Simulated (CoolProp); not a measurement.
Aqueous magnesium chloride as a coolant, 20 % by mass, freezing at -28.7 °C, 1 atm.

Values from CoolProp's Melinder's fits for secondary coolants.

| T (°C) | cp (kJ/(kg K)) | viscosity (mPa s) | conductivity (W/(m K)) | Prandtl number |
|---|---|---|---|---|
| -0.8 | 3.052 | 5.09 | 0.513 | 30.3 |
| 3.7 | 3.065 | 4.36 | 0.520 | 25.7 |
| 8.2 | 3.077 | 3.76 | 0.528 | 21.9 |
| 12.7 | 3.090 | 3.25 | 0.536 | 18.7 |
| 17.2 | 3.102 | 2.82 | 0.543 | 16.1 |
| 21.7 | 3.115 | 2.46 | 0.551 | 13.9 |
| 26.2 | 3.127 | 2.16 | 0.558 | 12.1 |
| 30.7 | 3.140 | 1.90 | 0.566 | 10.5 |
| 35.2 | 3.152 | 1.68 | 0.573 | 9.24 |
| 39.7 | 3.164 | 1.49 | 0.580 | 8.13 |
